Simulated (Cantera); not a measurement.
A Cantera script and what it prints.

```python
import numpy as np
import cantera as ct

gas_names = """
    AL ALH ALO ALOH ALO2 ALO2H AL2 AL2O AL2O2 H HALO HO2 H2 H2O H2O2 O OH O2 O3
""".split()
cond_names = """
    AL(cr) AL(L) AL2O3(a) AL2O3(L) H2O(s) H2O(L)
""".split()


# ... load() reads the species with a 1 bar reference pressure and builds the phases ...
atoms = {
    'Al2O3': {'AL': 2, 'O': 3},
    'H2': {'H': 2},
    'H2O': {'H': 2, 'O': 1},
}
top_T = {}  # K; cautious upper limits of use, not melting points


# ... equilibrate(T, P, feed) seeds the gas with the atoms and calls Mixture.equilibrate('TP', solver="vcs", rtol=1e-11, max_steps=5000) ...
results = []
feed = {'Al2O3': 1, 'H2': 3.8, 'H2O': 0.87}  # mol
T = 1325  # K
P = 1000  # Pa
mix = equilibrate(T, P, feed)
results.append((T, P, feed, dict(zip(mix.species_names, mix.species_moles))))
x = sorted(zip(gas.X, gas.species_names), reverse=True)
print(f"T = {T:g} K  P = {P:g} Pa  gas = {mix.phase_moles(0):.4g} mol")
print("   x: " + "  ".join(f"{s} {v:.3e}" for v, s in x if v > 0.001))
print("   condensed (mol): " + ("  ".join(f"{mix.phase(i).name} {mix.phase_moles(i):.4g}"
      for i in range(1, mix.n_phases) if mix.phase_moles(i) > 1e-12) or "none"))
```

It prints:

```
T = 1325 K  P = 1000 Pa  gas = 4.67 mol
   x: H2 8.137e-01  H2O 1.863e-01
   condensed (mol): AL2O3(a) 1
```

These are equilibrium values from Cantera (NASA tables, ideal gas, pure condensed phases), not measurements of a reactor.
